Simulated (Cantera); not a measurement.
An isothermal plug-flow reactor at 700 K and 1.00 bar (inlet), inlet velocity 0.14 m/s, active area per volume 1500 1/m; feed 0.484 % CO, 1.57 % O2, 88.8 % N2, 9.11 % H2O, equivalence ratio 0.15.

Detailed kinetics in Cantera: Deutschmann's 1995 Pt surface mechanism with GRI-Mech 3.0 gas chemistry. Catalytic surfaces can have several steady states; this one follows from the mechanism file's or the stated starting coverage. Mass transfer to the wall is taken as infinitely fast.

x: gas mole fraction; θ: surface coverage.

| z (m) | x CO | x O2 | x H2O | x CO2 | θ free Pt | θ O* | θ OH* | θ CO* |
|---|---|---|---|---|---|---|---|---|
| 8e-05 | 0.00340 | 0.0150 | 0.0911 | 0.00143 | 0.0875 | 0.00986 | 0.00173 | 0.901 |
| 0.00015 | 0.000745 | 0.0137 | 0.0913 | 0.00410 | 0.0527 | 0.931 | 0.0131 | 0.00293 |
| 0.0003 | 0.000446 | 0.0136 | 0.0913 | 0.00440 | 0.0265 | 0.964 | 0.00943 | 0.000429 |
| 0.00057 | 0.000268 | 0.0135 | 0.0913 | 0.00458 | 0.0224 | 0.969 | 0.00869 | 0.000183 |
| 0.0011 | [?] | 0.0134 | 0.0913 | 0.00472 | 0.0202 | 0.971 | 0.00827 | [?] |
| 0.0021 | [?] | 0.0134 | 0.0913 | 0.00481 | 0.0192 | 0.973 | 0.00806 | [?] |
| 0.0041 | 3.42e-6 | 0.0134 | 0.0913 | 0.00484 | 0.0188 | 0.973 | 0.00799 | 1.64e-6 |
| 0.008 | 3.79e-8 | 0.0134 | 0.0913 | 0.00485 | 0.0188 | 0.973 | 0.00798 | 1.81e-8 |

### Question
Some entries are withheld; supply them.

### Answer

- 0.0011, x CO: 0.000124
- 0.0011, θ CO*: 6.89e-5
- 0.0021, x CO: 3.56e-5
- 0.0021, θ CO*: 1.77e-5
